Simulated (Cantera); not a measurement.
A Cantera script and its output.

```python
import numpy as np
import cantera as ct

gas = ct.Solution("gri30.yaml")
gas.TPX = 1625, 220000, {'CH4': 1, 'H2': 0.048, 'O2': 5.06, 'N2': 19}
reactor = ct.IdealGasConstPressureReactor(gas, energy="on", clone=False)
net = ct.ReactorNet([reactor])
net.rtol, net.atol = 1e-08, 1e-16
show = ['CH4', 'H2', 'O2', 'O', 'C2H', 'H2O', 'HO2']
times = np.geomspace(2e-06, 4, 12)

steps = ct.SolutionArray(gas, extra=["t"])
rows = []
print(f"{'t/s':>10s}{'T/K':>9s}{'P/Pa':>11s}" + "".join(f"{s:>11s}" for s in show))
for t in times:
    while net.time < t:
        t_next = net.step()
        steps.append(gas.state, t=t_next)
    rows.append([np.interp(t, steps.t, y) for y in (steps.T, steps.P, *steps(*show).X.T)])
    print(f"{t:10.3e}{rows[-1][0]:9.1f}{rows[-1][1]:11.4g}" + "".join(f"{x:11.3e}" for x in rows[-1][2:]))
rate = np.gradient(steps.T, steps.t)
print("integrator steps:", len(steps.t))
if steps.T.max() > steps.T[0] + 200:
    print(f"time of steepest temperature rise: {steps.t[rate.argmax()]:.4e} s")
gas.TPX = 1625, 220000, {'CH4': 1, 'H2': 0.048, 'O2': 5.06, 'N2': 19}
gas.equilibrate("HP")
print(f"equilibrium (HP): T = {gas.T:.1f} K  " + "  ".join(f"{s} {gas[s].X[0]:.3e}" for s in show))
```

It prints:

```
       t/s      T/K       P/Pa        CH4         H2         O2          O        C2H        H2O        HO2
 2.000e-06   1625.0    2.2e+05  3.983e-02  1.912e-03  2.015e-01  5.587e-08  2.020e-23  4.436e-07  6.136e-07
 7.479e-06   1625.0    2.2e+05  3.982e-02  1.912e-03  2.015e-01  9.882e-08  2.142e-20  3.312e-06  2.211e-06
 2.797e-05   1624.9    2.2e+05  3.976e-02  1.914e-03  2.015e-01  3.889e-07  4.755e-17  3.879e-05  7.280e-06
 1.046e-04   1636.8    2.2e+05  3.665e-02  2.290e-03  1.993e-01  1.085e-05  1.482e-11  2.537e-03  7.036e-05
 3.911e-04   2407.5    2.2e+05  8.220e-20  6.281e-04  1.188e-01  2.338e-03  9.059e-26  7.697e-02  7.729e-06
 1.463e-03   2410.5    2.2e+05  7.058e-20  5.774e-04  1.185e-01  2.142e-03  7.757e-26  7.720e-02  7.825e-06
 5.470e-03   2406.5    2.2e+05  6.730e-20  5.684e-04  1.175e-01  2.087e-03  6.974e-26  7.727e-02  7.688e-06
 2.045e-02   2396.3    2.2e+05  5.957e-20  5.464e-04  1.148e-01  1.954e-03  5.317e-26  7.745e-02  7.354e-06
 7.649e-02   2388.0    2.2e+05  5.370e-20  5.286e-04  1.126e-01  1.850e-03  4.228e-26  7.759e-02  7.085e-06
 2.860e-01   2387.5    2.2e+05  5.339e-20  5.276e-04  1.125e-01  1.845e-03  4.173e-26  7.759e-02  7.070e-06
 1.070e+00   2387.5    2.2e+05  5.339e-20  5.276e-04  1.125e-01  1.845e-03  4.173e-26  7.759e-02  7.070e-06
 4.000e+00   2387.5    2.2e+05  5.339e-20  5.276e-04  1.125e-01  1.845e-03  4.173e-26  7.759e-02  7.070e-06
integrator steps: 1704
time of steepest temperature rise: 1.4424e-04 s
equilibrium (HP): T = 2387.5 K  CH4 8.141e-20  H2 5.276e-04  O2 1.125e-01  O 1.845e-03  C2H 4.619e-26  H2O 7.759e-02  HO2 7.070e-06
```

Detailed kinetics in Cantera: GRI-Mech 3.0 (53 species, 325 reactions).
